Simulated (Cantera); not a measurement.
Ignition delay

Mixture: CH4 : O2 : N2 : H2O : CO2 = 1 : 2.82 : 11.5 : 4.6 : 1.4 (molar parts), equivalence ratio 0.71, at 4.84 atm, adiabatic and at constant pressure. Ignition delay is the time to a rise of 400 K.

Detailed kinetics in Cantera: GRI-Mech 3.0 (53 species, 325 reactions).

```
T0 (K)  delay (ms)
------  ----------
1048          95.6
1098          45.8
1148          23.6
1198          12.9
1248          7.29
1298          4.25
1348          2.52
1398          1.50
1448         0.905
1498         0.546
```

```json
{
 "apparent activation energy between 1398 and 1498 K": "180 kJ/mol"
}
```
